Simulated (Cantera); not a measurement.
Charge: 1 mol B, 0.51 mol O2, 85 mol N2, at 1548 K and 0.290 bar.

Cantera equilibrium calculation (NASA polynomials, part measured and part estimated; ideal gas, pure solids and liquids). Candidate condensed phases: B, BN, B2O3; 17 gas species. Mutual solubility and eutectic melting of coexisting phases are not modelled. Kinetics and transport are ignored.

Base state: N2 1.000, B2O3 0.000193 (mole fractions); condensed: BN(s) + B2O3(l).

Task: What changes in the equilibrium state with this change: B replaced by borazine?

Result: 
```csv
species,before,after
N2,1.000,0.965
H2,0,0.0333
HBO2,0,0.000875
H2O,0,0.000166
HBO,0,0.000128
"BN(s), mol",0.320,2.35
"B2O3(l), mol",0.323,0.262
```
The feed counts by its element totals alone. Further candidate phases: B3O3H3, H2O.
